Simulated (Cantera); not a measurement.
Input: 1 mol PbO, 0.37 mol H2, at 6.80 bar.

Equilibrium computed with Cantera from the NASA thermochemical tables; the gas is ideal and each condensed phase is pure. Candidate condensed phases: H2O, Pb, PbO, PbO2, Pb3O4; 12 gas species. Each liquid is taken as pure. Mutual solubility and eutectic melting of coexisting phases are not modelled. Gases not in the tables: (PbO)n polymers. Rates play no part.

Task: Which condensed phases are stable at each of these points (T (K)): 675, 750, 825, 900, 975, 1050, 1125, 1200, 1275, 1350, 1425?

Result: 
```
T (K)     condensed phases  Pb condensed (%)
-----  -------------------  ----------------
675       Pb(l) + PbO(red)             100.0
750       Pb(l) + PbO(red)             100.0
825    Pb(l) + PbO(yellow)             100.0
900    Pb(l) + PbO(yellow)             100.0
975    Pb(l) + PbO(yellow)             100.0
1050   Pb(l) + PbO(yellow)             100.0
1125   Pb(l) + PbO(yellow)             100.0
1200        Pb(l) + PbO(l)             100.0
1275        Pb(l) + PbO(l)             100.0
1350        Pb(l) + PbO(l)             100.0
1425        Pb(l) + PbO(l)              99.9
```

From 675 K to 750 K the condensed part is Pb(l) + PbO(red). From 825 K to 1125 K the condensed part is Pb(l) + PbO(yellow). From 1200 K to 1425 K the condensed part is Pb(l) + PbO(l).
